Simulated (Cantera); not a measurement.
An adiabatic, constant-volume homogeneous reactor starts with CH4 : O2 : N2 = 1 : 5 : 18.8 (molar parts), at 973 K and 7.80 bar. Integrator tolerance rtol = 1e-08.

Detailed kinetics in Cantera: GRI-Mech 3.0 (53 species, 325 reactions). Below about 1000 K GRI-Mech 3.0 lacks low-temperature oxidation paths.

Q: What does this change do: pressure from 7.80 bar to 3.30 bar?

A: 
```csv
quantity,before,after
time of steepest temperature rise,0.141 s,0.327 s
temperature at 7.00 s,2074 K,2072 K
equilibrium temperature,2074 K,2072 K
x(CH4) at 7.00 s,<1e-12 (gas-phase equilibrium <1e-12),<1e-12 (gas-phase equilibrium <1e-12)
x(O2) at 7.00 s,0.117 (gas-phase equilibrium 0.117),0.117 (gas-phase equilibrium 0.117)
x(CH2) at 7.00 s,<1e-12 (gas-phase equilibrium <1e-12),<1e-12 (gas-phase equilibrium <1e-12)
x(C2H6) at 7.00 s,<1e-12 (gas-phase equilibrium <1e-12),<1e-12 (gas-phase equilibrium <1e-12)
x(CH2CO) at 7.00 s,<1e-12 (gas-phase equilibrium <1e-12),<1e-12 (gas-phase equilibrium <1e-12)
x(C2H) at 7.00 s,<1e-12 (gas-phase equilibrium <1e-12),<1e-12 (gas-phase equilibrium <1e-12)
```

Q: What does this change do: pressure from 7.80 bar to 9.20 bar?

A: 
| quantity | before | after |
|---|---|---|
| time of steepest temperature rise | 0.141 s | 0.121 s |
| temperature at 7.00 s | 2074 K | 2074 K |
| equilibrium temperature | 2074 K | 2074 K |
| x(CH4) at 7.00 s | <1e-12 (gas-phase equilibrium <1e-12) | <1e-12 (gas-phase equilibrium <1e-12) |
| x(O2) at 7.00 s | 0.117 (gas-phase equilibrium 0.117) | 0.117 (gas-phase equilibrium 0.117) |
| x(CH2) at 7.00 s | <1e-12 (gas-phase equilibrium <1e-12) | <1e-12 (gas-phase equilibrium <1e-12) |
| x(C2H6) at 7.00 s | <1e-12 (gas-phase equilibrium <1e-12) | <1e-12 (gas-phase equilibrium <1e-12) |
| x(CH2CO) at 7.00 s | <1e-12 (gas-phase equilibrium <1e-12) | <1e-12 (gas-phase equilibrium <1e-12) |
| x(C2H) at 7.00 s | <1e-12 (gas-phase equilibrium <1e-12) | <1e-12 (gas-phase equilibrium <1e-12) |

Q: What does this change do: pressure from 7.80 bar to 3.60 bar?

A: 
| quantity | before | after |
|---|---|---|
| time of steepest temperature rise | 0.141 s | 0.300 s |
| temperature at 7.00 s | 2074 K | 2072 K |
| equilibrium temperature | 2074 K | 2072 K |
| x(CH4) at 7.00 s | <1e-12 (gas-phase equilibrium <1e-12) | <1e-12 (gas-phase equilibrium <1e-12) |
| x(O2) at 7.00 s | 0.117 (gas-phase equilibrium 0.117) | 0.117 (gas-phase equilibrium 0.117) |
| x(CH2) at 7.00 s | <1e-12 (gas-phase equilibrium <1e-12) | <1e-12 (gas-phase equilibrium <1e-12) |
| x(C2H6) at 7.00 s | <1e-12 (gas-phase equilibrium <1e-12) | <1e-12 (gas-phase equilibrium <1e-12) |
| x(CH2CO) at 7.00 s | <1e-12 (gas-phase equilibrium <1e-12) | <1e-12 (gas-phase equilibrium <1e-12) |
| x(C2H) at 7.00 s | <1e-12 (gas-phase equilibrium <1e-12) | <1e-12 (gas-phase equilibrium <1e-12) |
